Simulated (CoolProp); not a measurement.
Ethane along the isotherm 163.4 K: fugacity coefficient from the reference equation and from simpler models built on Tc = 305.3 K, pc = 4872 kPa, ω = 0.099; each cubic takes its own stable root.

The numbers come from the reference Helmholtz-energy equation of state, Bücker 2006 in CoolProp.

```
p (kPa)   phase  reference  van der Waals  Peng-Robinson
-------  ------  ---------  -------------  -------------
3480     liquid   0.008885        0.06984       0.008981
6960     liquid   0.005081              …       0.005081
10400    liquid   0.003881        0.03501       0.003840
13900    liquid   0.003320              …       0.003250
17400    liquid          …        0.03128              …
20900    liquid   0.002882        0.03177       0.002762
24400    liquid   0.002818              …              …
27800    liquid   0.002812        0.03522       0.002639
31300    liquid   0.002849        0.03804       0.002646
34800    liquid   0.002921        0.04156       0.002686
38300    liquid   0.003025              …              …
41800    liquid   0.003157        0.05092       0.002844
45200    liquid   0.003313        0.05675       0.002955
48700    liquid   0.003500        0.06379       0.003091
```

Complete the blanks.


- 6960, van der Waals: 0.04284
- 13900, van der Waals: 0.03205
- 17400, reference: 0.003031
- 17400, Peng-Robinson: 0.002935
- 24400, van der Waals: 0.03316
- 24400, Peng-Robinson: 0.002672
- 38300, van der Waals: 0.04583
- 38300, Peng-Robinson: 0.002753
